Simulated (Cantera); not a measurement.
Charge: 1 mol HMDSO, 0.31 mol O3, held at 13.3 mbar.

Cantera equilibrium calculation (NASA polynomials, part measured and part estimated; ideal gas, pure solids and liquids). Candidate condensed phases: C, C6H6, C7H8, C8H18, H2O, Si, SiC, SiO2; 123 gas species. The feed counts by its element totals alone. Mutual solubility and eutectic melting of coexisting phases are not modelled. The tables hold silica as quartz up to 1696 K and as liquid above; real silica turns to tridymite and cristobalite and melts near 1996 K. Equilibrium is a limit: real reactors are often held back by kinetics, nucleation or transport.

Task: Which condensed phases are stable at each of these points (T (K)): 575, 725, 875, 1025, 1175, 1325, 1475, 1625, 1775, 1925?

Result: 
| T (K) | condensed phases | Si condensed (%) |
|---|---|---|
| 575 | C(graphite) + SiC(s) + SiO2(α-quartz) | 100.0 |
| 725 | C(graphite) + SiC(s) + SiO2(α-quartz) | 100.0 |
| 875 | C(graphite) + SiC(s) + SiO2(β-quartz) | 100.0 |
| 1025 | C(graphite) + SiC(s) + SiO2(β-quartz) | 100.0 |
| 1175 | C(graphite) + SiC(s) + SiO2(β-quartz) | 100.0 |
| 1325 | C(graphite) + SiC(s) + SiO2(β-quartz) | 100.0 |
| 1475 | C(graphite) + SiC(s) | 99.8 |
| 1625 | C(graphite) + SiC(s) | 99.7 |
| 1775 | C(graphite) + SiC(s) | 99.5 |
| 1925 | C(graphite) + SiC(s) | 99.2 |

From 575 K to 725 K the condensed part is C(graphite) + SiC(s) + SiO2(α-quartz). From 875 K to 1325 K the condensed part is C(graphite) + SiC(s) + SiO2(β-quartz). From 1475 K to 1925 K the condensed part is C(graphite) + SiC(s).
